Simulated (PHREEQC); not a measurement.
# Alkaline etch or developer: speciation

Dissolve 11 mmol/kgw NH3, 1.3 mmol/kgw NaAlO2 and 4 mmol/kgw K2CO3 at 20 °C. Closed to the air; pH follows from the charge balance.

Model: ion-association model, phreeqc.dat, run in PHREEQC.

No solid was allowed to form.

### Question
Estimate the pH, ionic strength.

### Answer
pH 11.03; ionic strength 0.0130 mol/kgw.

### Question
In which forms is C present?

### Answer
CO3-2 85 %, HCO3- 14 %, NaCO3- 1.0 % of the C.

Examples of supersaturated solids here: Gibbsite (slow to form). Others may be too. Species that the database lacks are ignored.
